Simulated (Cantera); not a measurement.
Charge: 1 mol Si, 0.6 mol Cl₂, 17 mol H₂, held at 1573 K and 17000 Pa.

Equilibrium computed with Cantera from the NASA thermochemical tables; the gas is ideal and each condensed phase is pure. Candidate condensed phases: Si; 19 gas species. The tables' values for SiCl₃ are old estimates; treat these amounts as uncertain. Kinetics and transport are ignored.

Base state: H₂ 0.941, HCl 0.0494, SiCl₂ 0.00878, SiCl₃ 0.000294, H 9.57e-5, SiHCl₃ 6.52e-5, SiH₂Cl₂ 2.72e-5, SiCl₄ 2.58e-5 (mole fractions); condensed: Si(s).

Q: What changes in the equilibrium state with this change: Si replaced by SiCl₄?

A: 
```csv
species,before,after
H₂,0.941,0.794
HCl,0.0494,0.155
SiCl₂,0.00878,0.0436
SiCl₄,2.58e-5,0.00150
SiCl₃,0.000294,0.00499
SiHCl₃,6.52e-5,0.00102
"Si(s), mol",0.838,0
```
